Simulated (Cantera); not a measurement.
## Calcination and drying: Mg(OH)₂ + H₂ + H₂O

Input: 1 mol Mg(OH)₂, 0.44 mol H₂, 0.79 mol H₂O, held at 825 K and 0.490 bar.

These are equilibrium values from Cantera (NASA tables, ideal gas, pure condensed phases), not measurements of a reactor. Candidate condensed phases: H₂O, Mg, MgO, Mg(OH)₂; 15 gas species. The numbers say what is thermodynamically allowed, not how fast it happens.

```json
{
 "x(H₂O)": "0.803",
 "x(H₂)": "0.197",
 "n(MgO(s))": "1.00 mol",
 "gas_amount": "2.230 mol",
 "log10 activity of Mg(s) (absent)": "-20.25"
}
```
